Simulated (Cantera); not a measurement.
An adiabatic, constant-volume homogeneous reactor starts with 12.1 % CH4, 10.1 % O2, 77.8 % N2, at 1775 K and 0.987 atm.

Cantera simulation using GRI-Mech 3.0 (53 species, 325 reactions); the numbers are that mechanism's predictions, not measurements.

### Question
Predict: time of steepest temperature rise; temperature at 7.00 s; equilibrium temperature; x(O2) at 7.00 s; x(NO) at 7.00 s; x(O) at 7.00 s.

### Answer
* **time of steepest temperature rise**: 0.241 ms
* **temperature at 7.00 s**: 2497 K
* **equilibrium temperature**: 2497 K
* **x(O2) at 7.00 s**: 4.05e-6 (gas-phase equilibrium 4.05e-6)
* **x(NO) at 7.00 s**: 9.35e-5 (gas-phase equilibrium 9.35e-5)
* **x(O) at 7.00 s**: 2.28e-5 (gas-phase equilibrium 2.28e-5)
